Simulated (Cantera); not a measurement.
A closed system holds: 1 mol CH3SiH3, 0.14 mol CH4, 120 mol H2, held at 0.0100 bar.

These are equilibrium values from Cantera (NASA tables, ideal gas, pure condensed phases), not measurements of a reactor. Candidate condensed phases: C, C6H6, C7H8, C8H18, Si, SiC; 87 gas species. The feed counts by its element totals alone. Gases not in the tables: Si2H6 and higher silanes. Kinetics and transport are ignored. All values below are at 2075 K.

Base state: H2 0.972, H 0.0263, C2H2 (acetylene) 0.000985, Si 0.000807, SiH 4.56e-5, SiC2 3.82e-5, Si2C 3.00e-5, SiH2 1.23e-5 (mole fractions); condensed: SiC(s).

Problem. What changes in the equilibrium state with this change: pressure from 0.0100 bar to 0.0500 bar?

Solution. 
```json
[
 {"species": "H2", "before": "0.972", "after": "0.987"},
 {"species": "H", "before": "0.0263", "after": "0.0118"},
 {"species": "C2H2 (acetylene)", "before": "0.000985", "after": "0.000675"},
 {"species": "Si", "before": "0.000807", "after": "0.000197"},
 {"species": "SiC2", "before": "3.82e-5", "after": "6.28e-6"},
 {"species": "CH4", "before": "2.99e-6", "after": "1.27e-5"},
 {"species": "SiC(s), mol", "before": "0.879", "after": "0.968"}
]
```
